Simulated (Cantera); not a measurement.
Mixture: CH₄ : C₂H₆ : C₃H₈ : O₂ : N₂ : H₂O = 1 : 0.16 : 0.14 : 7.95 : 29.9 : 0.86 (molar parts), at 555 Torr, adiabatic and at constant pressure. Ignition delay is the time to a rise of 400 K.

Computed with Cantera and GRI-Mech 3.0 (53 species, 325 reactions).

Task: What does this change do: C2H6 0.16 to 0.08 parts?

Result: 
```json
[
 {"quantity": "delay at 1123 K", "before": "10.0 ms", "after": "19.2 ms"},
 {"quantity": "delay at 1223 K", "before": "2.33 ms", "after": "3.77 ms"},
 {"quantity": "delay at 1323 K", "before": "0.689 ms", "after": "0.929 ms"},
 {"quantity": "delay at 1423 K", "before": "0.255 ms", "after": "0.305 ms"},
 {"quantity": "apparent activation energy between 1373 and 1473 K", "before": "150 kJ/mol", "after": "160 kJ/mol"}
]
```
GRI-Mech 3.0 was tuned for natural gas; its chemistry of propane as a main component is partial and can be far from experiment.

Task: What does this change do: pressure from 555 Torr to 5700 Torr?

Result: 
| quantity | before | after |
|---|---|---|
| delay at 1123 K | 10.0 ms | 3.13 ms |
| delay at 1223 K | 2.33 ms | 0.684 ms |
| delay at 1323 K | 0.689 ms | 0.194 ms |
| delay at 1423 K | 0.255 ms | 67.1 µs |
| apparent activation energy between 1373 and 1473 K | 150 kJ/mol | 160 kJ/mol |
